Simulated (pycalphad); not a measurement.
Phase fractions of Al-0.24Si-0.43Fe-0.31Mn (at.%)

All values are pycalphad results on the COST 507 light-alloy database (1999) (1 atm), not direct measurements. The database dates from 1999; later assessments differ in places, in temperatures and in the compounds included. Not assessed as a whole: an extrapolation from subsystems, which can miss ternary compounds. Phase fractions are per mole of atoms. Diffusion is slow at the low end, where real alloys seldom reach equilibrium.

```tsv
T (K)	liquid	fcc	AL6MN	AL13FE4	ALFESI_ALPHA	ALMNSI_ALPHA	ALFESI_BETA
950	1.000	-	-	-	-	-	-
875	-	0.961	0.030	0.008	-	-	-
800	-	0.952	0.045	-	0.003	-	-
725	-	0.952	0.037	-	0.007	0.004	-
650	-	0.950	0.037	-	-	0.004	0.009
575	-	0.950	0.034	-	-	0.006	0.010
500	-	0.950	0.033	-	-	0.006	0.011
```

Database names, with the compositions (at.%) that they take in these runs: AL6MN: Al 86 Fe 8 Mn 6; AL13FE4: Al 76 Fe 21 Mn 2; ALFESI_ALPHA: Al 72 Fe 19 Si 8; ALMNSI_ALPHA: Al 71 Mn 17 Si 11; ALFESI_BETA: Al 70 Si 15 Fe 15.
